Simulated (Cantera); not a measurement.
**Hydrocarbon pyrolysis for carbon deposition**

A perfectly stirred reactor is fed with 45.5 % C2H6, 54.5 % N2, at 1330 Pa; it is held at 1425 K, and followed from long to short residence time.

Computed with Cantera and GRI-Mech 3.0 (53 species, 325 reactions). GRI-Mech 3.0 stops at C3 and has no aromatics, soot or wall deposition, so with more carbon than oxygen in the feed, carbon stays in small species such as C2H2 where larger ones or solid carbon would form. Radical loss at walls, strong at low pressure, is not modelled.

```json
[
 {"τ (s)": "25", "x C2H6": "0.000118", "x CH4": "0.0460", "x CH2": "3.27e-8", "x C2H2": "0.224", "x H": "9.74e-5"},
 {"τ (s)": "5.6", "x C2H6": "0.000433", "x CH4": "0.0677", "x CH2": "7.87e-8", "x C2H2": "0.217", "x H": "0.000122"},
 {"τ (s)": "1.2", "x C2H6": "0.00168", "x CH4": "0.0971", "x CH2": "1.84e-7", "x C2H2": "0.201", "x H": "0.000149"},
 {"τ (s)": "0.27", "x C2H6": "0.00637", "x CH4": "0.128", "x CH2": "4.10e-7", "x C2H2": "0.172", "x H": "0.000176"},
 {"τ (s)": "0.060", "x C2H6": "0.0251", "x CH4": "0.147", "x CH2": "9.27e-7", "x C2H2": "0.118", "x H": "0.000197"},
 {"τ (s)": "0.013", "x C2H6": "0.0959", "x CH4": "0.124", "x CH2": "1.96e-6", "x C2H2": "0.0504", "x H": "0.000192"},
 {"τ (s)": "0.0030", "x C2H6": "0.253", "x CH4": "0.0560", "x CH2": "2.81e-6", "x C2H2": "0.0102", "x H": "0.000157"}
]
```
x: mole fraction; the columns are a selection and need not sum to one.
